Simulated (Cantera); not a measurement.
Feed: 1 mol CS2, 3.2 mol O2, 0.0089 mol SO2, held at 2127 °C and 10000 Pa.

Method: chemical equilibrium by Gibbs-energy minimisation in Cantera with the NASA 1993 tables (ideal gas, pure condensed phases). Candidate condensed phases: C, S; 22 gas species. The numbers say what is thermodynamically allowed, not how fast it happens.

Base state: SO2 0.582, CO2 0.245, O2 0.0920, CO 0.0542, SO 0.0185, O 0.00832, S 0.000155, SO3 0.000124 (mole fractions); condensed: gas only.

Q: What changes in the equilibrium state with this change: CS2 replaced by SF6?

A: 
```
species   before     after
-------  -------  --------
F              0     0.646
O2        0.0920     0.232
SO2        0.582     0.106
CO2        0.245         0
CO        0.0542         0
SO        0.0185   0.00212
O        0.00832    0.0132
SOF2           0  0.000240
SF2            0   7.66e-5
```
The tables' values for SOF2 are old estimates; treat these amounts as uncertain.

Q: What changes in the equilibrium state with this change: temperature from 2127 °C to 2325 °C?

A: 
```
species    before     after
-------  --------  --------
SO2         0.582     0.524
CO2         0.245     0.183
O2         0.0920     0.119
CO         0.0542     0.102
O         0.00832    0.0252
SO         0.0185    0.0462
S2        2.99e-6   2.28e-5
S        0.000155  0.000984
SO3      0.000124   8.95e-5
```
